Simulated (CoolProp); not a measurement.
Vapour pressure (MPa) of octamethyltrisiloxane (MDM): the reference equation beside estimates from Tc = 292.2 °C, pc = 1.438 MPa, ω = 0.528. Clausius-Clapeyron is anchored at 144.25 °C with a constant enthalpy of vaporisation of 36.96 kJ/mol.

The numbers come from the reference Helmholtz-energy equation of state, Thol 2017 in CoolProp.

```
T (°C)  reference  Clausius-Clapeyron  Redlich-Kwong  Peng-Robinson
------  ---------  ------------------  -------------  -------------
119.55    0.03901             0.04158         0.1177        0.03921
127.85    0.05057             0.05256         0.1403        0.05059
136.05    0.06449             0.06564         0.1656        0.06429
144.25    0.08126             0.08126         0.1940        0.08079
152.45     0.1012             0.09977         0.2256         0.1005
160.75     0.1252              0.1218         0.2612         0.1241
168.95     0.1528              0.1473         0.3000         0.1515
177.15     0.1850              0.1769         0.3426         0.1833
185.35     0.2221              0.2111         0.3892         0.2202
193.65     0.2652              0.2508         0.4407         0.2632
201.85     0.3136              0.2957         0.4959         0.3117
210.05     0.3685              0.3466         0.5557         0.3669
218.25     0.4304              0.4041         0.6201         0.4294
226.45     0.4999              0.4687         0.6893         0.4997
```

Absolute difference from the reference over all 14 rows, mean and median: Clausius-Clapeyron 4.2 and 4.7 %, Redlich-Kwong 101.4 and 90.8 %, Peng-Robinson 0.6 and 0.6 %.
